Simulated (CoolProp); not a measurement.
A simple Rankine cycle with vinyl chloride: condensing at 329.15 K, boiler at 2.81 MPa, turbine inlet 398.7 K, turbine efficiency 0.75, pump efficiency 0.7, no recuperator. Each further row changes one setting.

Model: reference Helmholtz-energy equation of state, Thol 2022, in CoolProp.

```csv
case,thermal efficiency (%),net work (kJ/kg),heat in (kJ/kg),turbine exit temperature (K),volume ratio over the turbine
as stated,9.0,29.7,331,337.7,3.10
turbine inlet 418.7 K,9.3,33.3,359,360.4,3.03
condensing temperature 321.15 K,10.2,35.0,343,328.9,3.74
boiler pressure 1.97 MPa,6.7,23.4,349,360.5,2.12
turbine efficiency 0.65,7.7,25.3,331,341.7,3.15
```
